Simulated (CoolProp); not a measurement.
A closed Brayton cycle with nitrogen: compressor inlet 305.15 K and 4.6 MPa, high pressure 15.2 MPa, turbine inlet 955 K, compressor efficiency 0.8, turbine efficiency 0.85, recuperator effectiveness 0.95 (on enthalpy, no pinch check). Each further row changes one setting.

The numbers come from the reference Helmholtz-energy equation of state, Span 2000 in CoolProp.

```
case                           thermal efficiency (%)  net work (kJ/kg)  compressor to turbine work  compressor exit (K)  turbine exit (K)
-----------------------------  ----------------------  ----------------  --------------------------  -------------------  ----------------
as stated                                        32.5              89.4                        0.65                461.9             736.8
turbine inlet 905 K                              29.3              75.9                        0.69                461.9             696.4
compressor inlet 315.15 K                        30.6              83.6                        0.67                476.9             736.8
high pressure 12.9 MPa                           34.6              85.3                        0.62                437.0             763.3
recuperator effectiveness 0.5                    21.8              89.4                        0.65                461.9             736.8
```
